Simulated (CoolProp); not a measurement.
Vapour-liquid equilibrium of m-xylene (1) + n-decane (2) at 68.15 °C; x and y are mole fractions of (1).

Computed with CoolProp (multi-fluid Helmholtz-energy mixture model, Zhou 2012 and Lemmon 2006; pair parameters Bell 2016).

| x | bubble pressure, mixture model (MPa) | bubble pressure, Raoult's law (MPa) | y, mixture model | y, Raoult's law |
|---|---|---|---|---|
| 0.05 | 0.002735 | 0.002669 | 0.195 | 0.176 |
| 0.125 | 0.003331 | 0.003199 | ___ | 0.366 |
| 0.2 | 0.003895 | 0.003728 | 0.519 | 0.503 |
| 0.275 | 0.004436 | 0.004258 | 0.615 | 0.606 |
| 0.35 | 0.004961 | 0.004788 | ___ | 0.686 |
| 0.425 | 0.005475 | 0.005317 | ___ | 0.750 |
| 0.5 | 0.005982 | 0.005847 | 0.798 | 0.802 |
| 0.575 | ___ | 0.006376 | 0.840 | 0.846 |
| 0.65 | 0.006991 | 0.006906 | ___ | 0.883 |
| 0.725 | 0.007497 | 0.007435 | 0.909 | 0.914 |
| 0.8 | 0.008006 | 0.007965 | ___ | 0.942 |
| 0.875 | 0.008518 | 0.008495 | 0.963 | 0.966 |
| 0.95 | 0.009033 | 0.009024 | 0.986 | 0.987 |

Task: What belongs in the gaps?

Result: 
- 0.125, y, mixture model: 0.389
- 0.35, y, mixture model: 0.689
- 0.425, y, mixture model: 0.748
- 0.575, bubble pressure, mixture model (MPa): 0.006487
- 0.65, y, mixture model: 0.876
- 0.8, y, mixture model: 0.937

The largest gap from Raoult's law is +4.5 % in bubble pressure, at x = 0.2. No azeotrope shows between x = 0.05 and 0.95.

The pair parameters rest on a limited set of measurements; away from them the model extrapolates.
